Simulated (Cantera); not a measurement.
Feed: 1 mol SiC, 0.0047 mol H₂O, 790 mol N₂, equilibrated at 627 °C and 1.10 Pa.

These are equilibrium values from Cantera (NASA tables, ideal gas, pure condensed phases), not measurements of a reactor. Candidate condensed phases: C, C₆H₆, C₇H₈, C₈H₁₈, H₂O, Si, SiC, SiO₂, Si₂N₂O, Si₃N₄; 151 gas species. N₂ is the only nitrogen source here; it is nearly inert below about 1500 K, so the nitride shown seldom forms there in practice. The numbers say what is thermodynamically allowed, not how fast it happens.

Base state: N₂ 1.000 (mole fractions); condensed: C(graphite) + Si₂N₂O(s) + Si₃N₄(s).

Problem. What changes in the equilibrium state with this change: temperature from 627 °C to 1852 °C?

Solution. 
| species | before | after |
|---|---|---|
| N₂ | 1.000 | 0.998 |
| Si | <1e-9 | 0.00118 |
| CN | <1e-9 | 0.000789 |
| SiC₂ | <1e-9 | 8.42e-5 |
| C₃ | <1e-9 | 4.55e-5 |
| C | <1e-9 | 3.49e-5 |
| H | <1e-9 | 1.16e-5 |
| C(graphite), mol | 1.000 | 0.0867 |
| Si₂N₂O(s), mol | 0.00470 | 0 |
| Si₃N₄(s), mol | 0.330 | 0 |
